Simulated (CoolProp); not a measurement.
Vapour-liquid equilibrium of n-butane (1) + cis-2-butene (2) at 1800 kPa; x and y are mole fractions of (1).

Values from CoolProp's multi-fluid Helmholtz-energy mixture model, Bücker 2006 and Lemmon 2005; pair parameters Bell 2016.

```tsv
x	bubble temperature (K)	y at the bubble point	dew temperature at overall composition x (K)	liquid density (mol/L)
0.05	385.1	0.054	385.1	8.638
0.125	384.6	0.133	384.7	8.563
0.2	384.2	0.211	384.2	8.488
0.275	383.8	0.287	383.8	8.414
0.35	383.4	0.362	383.5	8.342
0.425	383.1	0.436	383.2	8.270
0.5	382.9	0.510	382.9	8.199
0.575	382.7	0.583	382.7	8.130
0.65	382.5	0.657	382.5	8.061
0.725	382.3	0.730	382.3	7.993
0.8	382.1	0.804	382.1	7.926
0.875	382.0	0.877	382.0	7.860
0.95	381.9	0.951	381.9	7.795
```

No azeotrope shows between x = 0.05 and 0.95.

Pair parameters are fitted to limited data, so mixtures are less certain than the pure fluids.
